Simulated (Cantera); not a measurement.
Input (Python, Cantera) and output of one run.

```python
import numpy as np
import cantera as ct

gas_names = """
    Fe FeO O O2 O3 S SO SO2 SO3 S2 S2O S8
""".split()
cond_names = """
    Fe(a) Fe(c) Fe(d) Fe(L) FeO(s) FeO(L) FeS(a) FeS(b) FeS(c) FeS(L) FeSO4(s) FeS2(s) Fe2O3(s)
    Fe2S3O12(s) Fe3O4(s) S(cr1) S(cr2) S(L)
""".split()


# ... load() reads the species with a 1 bar reference pressure and builds the phases ...
atoms = {
    'FeS2': {'Fe': 1, 'S': 2},
    'SO3': {'S': 1, 'O': 3},
    'O2': {'O': 2},
}
top_T = {'FeSO4(s)': 950, 'FeS2(s)': 1010, 'Fe2O3(s)': 1830, 'Fe2S3O12(s)': 1100, 'Fe3O4(s)': 1870}  # K; cautious upper limits of use, not melting points


# ... equilibrate(T, P, feed) seeds the gas with the atoms and calls Mixture.equilibrate('TP', solver="vcs", rtol=1e-11, max_steps=5000) ...
results = []
feed = {'FeS2': 1, 'SO3': 2.9, 'O2': 0.22}  # mol
T = 1300  # K
for P in [1000, 3500, 13000, 45000, 160000, 560000, 2000000]:
    mix = equilibrate(T, P, feed)
    results.append((T, P, feed, dict(zip(mix.species_names, mix.species_moles))))

top = {s: max(r[3][s] / sum(r[3][g] for g in gas_names) for r in results) for s in gas_names}
cols = sorted((s for s in top if top[s] > 1e-06), key=lambda s: -top[s])[:7]
seen = [c for c in cond_names if any(r[3].get(c, 0) > 1e-12 for r in results)]
print("log10 of partial pressures in bar; condensed amounts in mol")
print(f"{'P/Pa':>10s}" + "".join(f"{s[:9]:>10s}" for s in cols + seen))
for T, P, feed, n in results:
    ng = sum(n[g] for g in gas_names)
    print(f"{P:10.4g}" + "".join(f"{np.log10(max(n[s] / ng * P / 1e5, 1e-99)):10.3f}" for s in cols)
          + "".join(f"{n.get(c, 0):10.4g}" for c in seen))
```

It prints:

```
log10 of partial pressures in bar; condensed amounts in mol
      P/Pa       SO2        S2       S2O        SO         S       SO3    FeO(s)    FeS(c)  Fe3O4(s)
      1000    -2.044    -3.047    -4.588    -4.499    -7.076    -8.574         1         0         0
      3500    -1.510    -2.416    -3.847    -4.075    -6.760    -7.930         0         0    0.3333
   1.3e+04    -0.936    -1.881    -3.159    -3.654    -6.493    -7.203         0    0.0416    0.3195
   4.5e+04    -0.387    -1.442    -2.555    -3.270    -6.273    -6.490         0    0.1505    0.2832
   1.6e+05     0.172    -0.995    -1.941    -2.879    -6.050    -5.763         0    0.2382    0.2539
   5.6e+05     0.722    -0.555    -1.336    -2.494    -5.830    -5.048         0    0.3057    0.2314
     2e+06     1.279    -0.109    -0.723    -2.104    -5.607    -4.324         0    0.3583    0.2139
```

These are equilibrium values from Cantera (NASA tables, ideal gas, pure condensed phases), not measurements of a reactor. Mutual solubility and eutectic melting of coexisting phases are not modelled. The tables' stoichiometric FeO is somewhat more stable than real wüstite, so its field is too wide. FeO, FeS: taken at fixed stoichiometry.
